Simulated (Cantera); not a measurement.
Equilibrium for roasting and sulfation: FeS2 + SO2 + CO2

Charge: 1 mol FeS2, 0.23 mol SO2, 0.095 mol CO2, held at 850 K and 2550 Torr.

Cantera equilibrium calculation (NASA polynomials, part measured and part estimated; ideal gas, pure solids and liquids). Candidate condensed phases: C, Fe, Fe(CO)5, FeO, FeS, FeSO4, FeS2, Fe2O3, Fe2(SO4)3, Fe3O4, S; 25 gas species. Gases not in the tables: S3 to S7. Kinetics and transport are ignored.

The x(SO2) is 0.705 and the x(CO2) is 0.292. The x(S2) is 0.00216 and the x(S2O) is 0.000723. The x(COS) is 3.34e-5, the x(CO) comes out as 1.33e-5 and the n(FeS2(s)) comes out as 0.999 mol. The n(Fe3O4(s)) comes out as 0.000222 mol, the gas amount is 0.3254 mol and the log10 activity of S(l) (absent) comes out as -0.95. The log10 activity of FeSO4(s) (absent) comes out as -2.03. The log10 activity of Fe(α) (absent) is -5.84.
